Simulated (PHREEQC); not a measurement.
0.019 g of hydrous ferric oxide (600 m²/g; 0.2 weak and 0.005 strong sites per Fe, Dzombak-Morel constants, diffuse double layer) in 1 kg of water with 0.1 mol/kgw of an inert sodium salt and 3.9e-05 mol BaCl2, at 25 °C; the pH is set by adding NaOH or the inert anion's acid. Oxygen is held at 0.21 atm. CO2 from the air is kept out. Precipitation was switched off in this run.

Base run: PHREEQC, ion-association model, wateq4f.dat. Each further column changes one thing. The table gives surface charge σ (C/m²).

| pH | base | background salt from 0.1 to 0.01 mol/kgw | oxide from 0.019 to 0.095 g/kgw |
|---|---|---|---|
| 3 | 0.363 | 0.325 | 0.363 |
| 3.67 | 0.342 | [?] | 0.342 |
| 5 | 0.215 | [?] | 0.215 |
| 5.67 | 0.142 | 0.067 | 0.142 |
| 6.33 | 0.086 | [?] | 0.086 |
| 7.67 | 0.017 | 0.006 | 0.017 |
| 8.33 | -0.005 | -0.002 | -0.005 |
| 9 | -0.030 | -0.011 | -0.030 |
| 10.33 | -0.085 | [?] | [?] |
| 11 | -0.097 | [?] | [?] |

### Question
What belongs in the gaps?

### Answer

- 3.67, background salt from 0.1 to 0.01 mol/kgw: 0.255
- 5, background salt from 0.1 to 0.01 mol/kgw: 0.114
- 6.33, background salt from 0.1 to 0.01 mol/kgw: 0.036
- 10.33, background salt from 0.1 to 0.01 mol/kgw: -0.029
- 10.33, oxide from 0.019 to 0.095 g/kgw: -0.096
- 11, background salt from 0.1 to 0.01 mol/kgw: -0.033
- 11, oxide from 0.019 to 0.095 g/kgw: -0.139

The oxide is taken as insoluble; below pH 4 it would dissolve.
